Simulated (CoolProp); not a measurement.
Vapour-liquid equilibrium of CHF3 (R23) (1) + propylene (2) at 42.3 kPa; x and y are mole fractions of (1).

Values from CoolProp's multi-fluid Helmholtz-energy mixture model, Penoncello 2003 and Lemmon 2013; pair parameters Bell 2016.

```tsv
x	bubble temperature (°C)	y at the bubble point	dew temperature at overall composition x (°C)	liquid density (mol/L)
0.05	-78.1	0.549	-66.0	15.53
0.125	-87.0	0.766	-67.5	16.06
0.2	-91.1	0.835	-69.0	16.48
0.275	-93.2	0.865	-70.7	16.85
0.35	-94.2	0.879	-72.4	17.22
0.425	-94.7	0.886	-74.4	17.58
0.5	-94.9	0.890	-76.5	17.97
0.575	-95.1	0.892	-78.9	18.37
0.65	-95.1	0.894	-81.7	18.80
0.725	-95.3	0.897	-85.0	19.27
0.8	-95.4	0.905	-88.9	19.79
0.875	-95.7	0.922	-93.9	20.35
0.95	-95.9	0.957	-95.8	20.95
```

No azeotrope shows between x = 0.05 and 0.95.

Pair parameters are fitted to limited data, so mixtures are less certain than the pure fluids. With so large a gap from Raoult's law the liquid may split in two, which this calculation doesn't test in full.
